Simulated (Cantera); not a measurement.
An isothermal, constant-pressure homogeneous reactor starts with H2 : O2 : N2 = 0.78 : 1 : 14 (molar parts), at 825 K and 173 Torr. Integrator tolerance rtol = 1e-08.

Computed with Cantera and the H2/O2 subset of GRI-Mech 3.0, which has no nitrogen chemistry. Below about 950 K walls govern HO2 and H2O2 in real vessels. The temperature is held fixed by assumption; the heat of reaction is taken as removed at once.

**Question.** What does this change do: pressure from 173 Torr to 135 Torr?

**Answer.** 
```csv
quantity,before,after
x(H2) at 4.00 s,0.0214 (gas-phase equilibrium <1e-12),0.00863 (gas-phase equilibrium <1e-12)
x(O2) at 4.00 s,0.0499 (gas-phase equilibrium 0.0396),0.0438 (gas-phase equilibrium 0.0396)
x(H2O2) at 4.00 s,2.79e-5 (gas-phase equilibrium <1e-12),5.48e-5 (gas-phase equilibrium <1e-12)
x(OH) at 4.00 s,1.40e-9 (gas-phase equilibrium 1.24e-9),1.25e-8 (gas-phase equilibrium 1.32e-9)
x(H) at 4.00 s,1.22e-8 (gas-phase equilibrium <1e-12),4.66e-8 (gas-phase equilibrium <1e-12)
x(O) at 4.00 s,3.83e-9 (gas-phase equilibrium <1e-12),2.73e-8 (gas-phase equilibrium <1e-12)
x(HO2) at 4.00 s,3.17e-6 (gas-phase equilibrium 4.43e-12),4.71e-6 (gas-phase equilibrium 4.16e-12)
```

**Question.** What does this change do: N2 14 to 27 parts?

**Answer.** 
| quantity | before | after |
|---|---|---|
| x(H2) at 4.00 s | 0.0214 (gas-phase equilibrium <1e-12) | 0.00803 (gas-phase equilibrium <1e-12) |
| x(O2) at 4.00 s | 0.0499 (gas-phase equilibrium 0.0396) | 0.0254 (gas-phase equilibrium 0.0215) |
| x(H2O2) at 4.00 s | 2.79e-5 (gas-phase equilibrium <1e-12) | 7.60e-6 (gas-phase equilibrium <1e-12) |
| x(OH) at 4.00 s | 1.40e-9 (gas-phase equilibrium 1.24e-9) | 1.32e-9 (gas-phase equilibrium 7.84e-10) |
| x(H) at 4.00 s | 1.22e-8 (gas-phase equilibrium <1e-12) | 8.69e-9 (gas-phase equilibrium <1e-12) |
| x(O) at 4.00 s | 3.83e-9 (gas-phase equilibrium <1e-12) | 3.61e-9 (gas-phase equilibrium <1e-12) |
| x(HO2) at 4.00 s | 3.17e-6 (gas-phase equilibrium 4.43e-12) | 1.93e-6 (gas-phase equilibrium 2.06e-12) |
